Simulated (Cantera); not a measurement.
A closed system holds: 1 mol Pb, 0.36 mol CO, 0.17 mol N₂, at 230 Pa.

Equilibrium computed with Cantera from the NASA thermochemical tables; the gas is ideal and each condensed phase is pure. Candidate condensed phases: C, Pb, PbO, PbO₂, Pb₃O₄; 27 gas species. Equilibrium is a limit: real reactors are often held back by kinetics, nucleation or transport.

Over these rows the condensed part is C(graphite) + Pb(l). Partial pressures as log10 of bar:

| T (K) | 1000/T (1/K) | log p CO₂ | log p CO | log p N₂ |
|---|---|---|---|---|
| 848 | 1.1792 | -4.29 | -2.83 | -3.12 |
| 898 | 1.1136 | -4.85 | -2.81 | -3.13 |
| 948 | 1.0549 | -5.37 | -2.81 | -3.13 |
| 998 | 1.0020 | -5.85 | -2.81 | -3.13 |
| 1048 | 0.9542 | -6.28 | -2.81 | -3.14 |
| 1098 | 0.9107 | ? | -2.83 | -3.15 |

Fit log p(CO₂) = a + b·(1000/T) to the five rows, give the apparent enthalpy, and predict the row at 1098 K.

Means: 1000/T = 1.0608, log p = -5.328. Sxy = 0.280562, Sxx = 0.0316622, so b = 8.86 and a = -5.328 − (8.86)×1.0608 = -14.73.
Apparent enthalpy: −19.145 × (8.86) = -170 kJ/mol. With the condensed phases at unit activity, 2 CO(g) = CO₂(g) + C(graphite) links this pressure to the main gases: over the six rows their terms move log p by +0.00 in all, so the slope is close to that reaction's ΔH°. The five rows lie within 0.01 of the line.
Prediction at 1098 K: -14.73 + (8.86)×0.9107 = -6.66. The computed value is -6.70, 0.04 from the line.
